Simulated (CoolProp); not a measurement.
A simple Rankine cycle with hexamethyldisiloxane (MM): condensing at 320.15 K, boiler at 0.477 MPa, turbine inlet 442.8 K, turbine efficiency 0.65, pump efficiency 0.6, no recuperator. Each further row changes one setting.

The numbers come from the reference Helmholtz-energy equation of state, Thol 2016 in CoolProp.

```json
[
 {"case": "as stated", "thermal efficiency (%)": "___", "net work (kJ/kg)": "44.1", "heat in (kJ/kg)": "414", "turbine exit temperature (K)": "410.4", "volume ratio over the turbine": "34.6"},
 {"case": "turbine inlet 462.8 K", "thermal efficiency (%)": "10.3", "net work (kJ/kg)": "___", "heat in (kJ/kg)": "454", "turbine exit temperature (K)": "431.0", "volume ratio over the turbine": "33.5"},
 {"case": "condensing temperature 312.15 K", "thermal efficiency (%)": "11.3", "net work (kJ/kg)": "48.7", "heat in (kJ/kg)": "429", "turbine exit temperature (K)": "407.8", "volume ratio over the turbine": "49.0"},
 {"case": "boiler pressure 0.334 MPa", "thermal efficiency (%)": "9.7", "net work (kJ/kg)": "___", "heat in (kJ/kg)": "419", "turbine exit temperature (K)": "415.3", "volume ratio over the turbine": "22.8"},
 {"case": "turbine efficiency 0.55", "thermal efficiency (%)": "9.0", "net work (kJ/kg)": "37.2", "heat in (kJ/kg)": "414", "turbine exit temperature (K)": "414.3", "volume ratio over the turbine": "35.0"}
]
```

**Question.** Fill in the missing entries.

**Answer.** 
- as stated, thermal efficiency (%): 10.7
- turbine inlet 462.8 K, net work (kJ/kg): 46.8
- boiler pressure 0.334 MPa, net work (kJ/kg): 40.7
